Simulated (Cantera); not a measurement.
An adiabatic, constant-volume homogeneous reactor starts with H2 : O2 : N2 = 1 : 0.227 : 0.855 (molar parts), at 1550 K and 110000 Pa. Integrator tolerance rtol = 1e-08.

Model: GRI-Mech 3.0 (53 species, 325 reactions), integrated in Cantera.

Question: What does this change do: initial temperature 1550 to 1675 K?

Answer: 
```json
[
 {"quantity": "time of steepest temperature rise", "before": "11.2 µs", "after": "7.82 µs"},
 {"quantity": "temperature at 0.500 s", "before": "2934 K", "after": "2967 K"},
 {"quantity": "equilibrium temperature", "before": "2934 K", "after": "2967 K"},
 {"quantity": "x(H2) at 0.500 s", "before": "0.270 (gas-phase equilibrium 0.270)", "after": "0.268 (gas-phase equilibrium 0.268)"},
 {"quantity": "x(O2) at 0.500 s", "before": "0.000447 (gas-phase equilibrium 0.000447)", "after": "0.000586 (gas-phase equilibrium 0.000586)"},
 {"quantity": "x(NO2) at 0.500 s", "before": "5.93e-8 (gas-phase equilibrium 5.93e-8)", "after": "7.64e-8 (gas-phase equilibrium 7.64e-8)"},
 {"quantity": "x(H) at 0.500 s", "before": "0.0485 (gas-phase equilibrium 0.0485)", "after": "0.0552 (gas-phase equilibrium 0.0552)"},
 {"quantity": "x(H2O2) at 0.500 s", "before": "1.01e-7 (gas-phase equilibrium 1.01e-7)", "after": "1.16e-7 (gas-phase equilibrium 1.16e-7)"},
 {"quantity": "x(NO) at 0.500 s", "before": "0.00153 (gas-phase equilibrium 0.00153)", "after": "0.00182 (gas-phase equilibrium 0.00182)"}
]
```
